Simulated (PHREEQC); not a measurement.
**Reverse-osmosis permeate (model solution)**

Synthetic water in mg/L, 84 °C, pH 6.67, pe 0.6: Na 1.19; K 0.194; Ca 1.64; Mg 0.246; Cl 1.97; S(6) as SO4 2.41; Alkalinity as HCO3 2.9; Ba 0.0563; B 0.0358; Zn 0.0176; Li 0.000249.

Valence states are taken as typed.

Equilibrium calculation in PHREEQC: ion-association model, phreeqc.dat.

No solid was allowed to form.

Question: Estimate the charge-balance error.

Answer: charge-balance error 2.2 %.

Question: In which forms is C present?

Answer: HCO3- 68 %, CO2 32 % of the C.

Species that the database lacks are ignored. At this temperature some constants are extrapolated from 25 °C, and those without enthalpy data are left unchanged.
